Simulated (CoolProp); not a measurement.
Vapour-liquid equilibrium of propane (1) + n-pentane (2) at 0.0667 bar; x and y are mole fractions of (1).

Values from CoolProp's multi-fluid Helmholtz-energy mixture model, Lemmon 2009 and Thol 2019; pair parameters Kunz 2012.

**Question.** Give the bubble temperature and the first vapour's composition at x = 0.275, 0.35, 0.5. Is there an azeotrope?

**Answer.** x = 0.275: 198.5 K, y = 0.980; x = 0.35: 195.6 K, y = 0.986; x = 0.5: 191.6 K, y = 0.993. No azeotrope shows between x = 0.05 and 0.95.

Pair parameters are fitted to limited data, so mixtures are less certain than the pure fluids.
